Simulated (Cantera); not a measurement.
Input (Python, Cantera):

```python
import numpy as np
import cantera as ct

gas = ct.Solution("gri30.yaml", transport_model="multicomponent")
show = ['H', 'NO', 'OH']

rows = []
print(f"{'T/K':>7s}{'rho':>11s}{'cp':>10s}{'mu':>11s}{'lambda':>11s}{'Pr':>7s}" + "".join(f"{'D_' + s:>11s}" for s in show))
for T in [400, 650, 900, 1150, 1400, 1650, 1900]:
    gas.TPX = T, 3900, {'CH3OH': 0.42, 'N2': 0.68}
    Pr = gas.cp_mass * gas.viscosity / gas.thermal_conductivity
    D = [gas.mix_diff_coeffs_mole[gas.species_index(s)] for s in show]
    rows.append([gas.density, gas.cp_mass, gas.viscosity, gas.thermal_conductivity, Pr, *D])
    print(f"{T:7g}{gas.density:11.4e}{gas.cp_mass:10.1f}{gas.viscosity:11.4e}"
          f"{gas.thermal_conductivity:11.4e}{Pr:7.3f}" + "".join(f"{d:11.4e}" for d in D))
print("SI units: kg/m3, J/kg/K, Pa s, W/m/K, m2/s")
```

Output:

```
    T/K        rho        cp         mu     lambda     Pr        D_H       D_NO       D_OH
    400 3.4654e-02    1277.4 1.7873e-05 3.1224e-02  0.731 4.7406e-03 7.8905e-04 1.2313e-03
    650 2.1326e-02    1551.1 2.6643e-05 5.5595e-02  0.743 1.1245e-02 1.8464e-03 2.8632e-03
    900 1.5402e-02    1766.2 3.4206e-05 8.0678e-02  0.749 1.9716e-02 3.2177e-03 4.9765e-03
   1150 1.2054e-02    1933.4 4.0928e-05 1.0519e-01  0.752 2.9904e-02 4.8648e-03 7.5137e-03
   1400 9.9012e-03    2051.9 4.7042e-05 1.2803e-01  0.754 4.1651e-02 6.7634e-03 1.0438e-02
   1650 8.4010e-03    2139.5 5.2701e-05 1.4939e-01  0.755 5.4846e-02 8.8962e-03 1.3724e-02
   1900 7.2956e-03    2203.7 5.8006e-05 1.6929e-01  0.755 6.9410e-02 1.1250e-02 1.7350e-02
SI units: kg/m3, J/kg/K, Pa s, W/m/K, m2/s
```

Cantera simulation using GRI-Mech 3.0 (53 species, 325 reactions); the numbers are that mechanism's predictions, not measurements. Polar gases are described roughly by these parameters. The composition is frozen, though it would react at the higher temperatures.
